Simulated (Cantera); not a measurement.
Input: 1 mol MgO, 0.099 mol H₂, at 21.8 Torr.

Equilibrium computed with Cantera from the NASA thermochemical tables; the gas is ideal and each condensed phase is pure. Candidate condensed phases: H₂O, Mg, MgO, Mg(OH)₂; 15 gas species. The tables' values for MgH are old estimates; treat these amounts as uncertain. Kinetics and transport are ignored. All values below are at 2577 °C.

Base state: Mg 0.533, O₂ 0.165, O 0.157, MgO 0.0484, H 0.0415, OH 0.0320, H₂O 0.0139, H₂ 0.00528 (mole fractions); condensed: gas only.

Question: What changes in the equilibrium state with this change: H₂ from 0.099 to 0.21 mol?

Answer: 
```tsv
species	before	after
Mg	0.533	0.501
O	0.157	0.143
O₂	0.165	0.136
H	0.0415	0.0708
H₂	0.00528	0.0154
H₂O	0.0139	0.0366
OH	0.0320	0.0496
MgO	0.0484	0.0414
Mg(OH)₂	3.64e-5	8.23e-5
MgH	0.000148	0.000238
```
